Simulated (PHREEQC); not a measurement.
A solution holds 0.0016 mol HCl, 0.0012 mol Al2(SO4)3 and 0.00022 mol MnSO4 per kg of water, at 20 °C. Closed to the air; pH follows from the charge balance.

Computed with PHREEQC (ion-association model, phreeqc.dat).

This is a speciation only: nothing precipitates in the calculation.

Q: Order these Al species by the share of Al that they hold, largest first: Al(SO4)2-, AlOH+2, Al+3, AlSO4+.

A: AlSO4+ (64 %), Al+3 (34 %), Al(SO4)2- (2.6 %), AlOH+2 (0.12 %)

Q: Order these Mn species by the share of Mn that they hold, largest first: MnSO4, Mn+2, MnCl+.

A: Mn+2 (87 %), MnSO4 (12 %), MnCl+ (0.38 %)

The pH is 2.88 and the ionic strength 0.0104 mol/kgw. Complexes and solids missing from the database can't appear.
